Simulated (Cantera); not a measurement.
**Nitride etching: BN + F2 + N2**

Charge: 1 mol BN, 6.5 mol F2, 44 mol N2, at 4100 Pa.

These are equilibrium values from Cantera (NASA tables, ideal gas, pure condensed phases), not measurements of a reactor. Candidate condensed phases: B, BN; 13 gas species. The numbers say what is thermodynamically allowed, not how fast it happens.

```csv
T (K),log p N2,log p F,log p F2,log p NF3,log p BF3,log p NF2,log p NF
750,-1.44,-3.78,-2.68,-2.87,-3.08,-8.39,<-13
850,-1.45,-3.01,-2.49,-3.66,-3.09,-7.92,<-13
950,-1.46,-2.54,-2.61,-4.68,-3.11,-7.82,<-13
1050,-1.47,-2.27,-2.94,-5.86,-3.12,-7.98,-12.96
1150,-1.48,-2.17,-3.45,-7.18,-3.13,-8.34,-12.20
1250,-1.48,-2.14,-4.00,-8.46,-3.13,-8.76,-11.62
1350,-1.48,-2.13,-4.50,-9.60,-3.13,-9.15,-11.15
1450,-1.48,-2.13,-4.94,-10.60,-3.13,-9.50,-10.75
1550,-1.48,-2.13,-5.32,-11.47,-3.13,-9.80,-10.40
1650,-1.48,-2.13,-5.66,-12.24,-3.13,-10.07,-10.09
1750,-1.48,-2.13,-5.97,-12.91,-3.13,-10.31,-9.82
1850,-1.48,-2.13,-6.24,<-13,-3.13,-10.53,-9.57
1950,-1.48,-2.13,-6.48,<-13,-3.13,-10.72,-9.35
```
log p: log10 of the partial pressure in bar; nothing condenses.

From 750 K to 1950 K nothing is condensed. The main B-bearing gas is BF3 throughout.
